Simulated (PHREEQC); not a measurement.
Solution (25 °C): 0.0011 mol K2SiO3, 0.00024 mol Al(NO3)3 and 0.12 mol KHCO3 per kg of water. Closed to the air; pH follows from the charge balance.

The numbers come from PHREEQC with the ion-association model, phreeqc.dat.

This is a speciation only: nothing precipitates in the calculation.

Task: Estimate the pH, density.

Result: pH 8.28; density 1.005 g/cm³.

Task: In which forms is C present?

Result: HCO3- 97 %, CO3-2 1.9 %, CO2 0.9 % of the C.

Saturation is exceeded, for instance for Gibbsite (slow to form), Quartz (slow to form); the values hold only as long as no solid forms. Complexes and solids missing from the database can't appear.
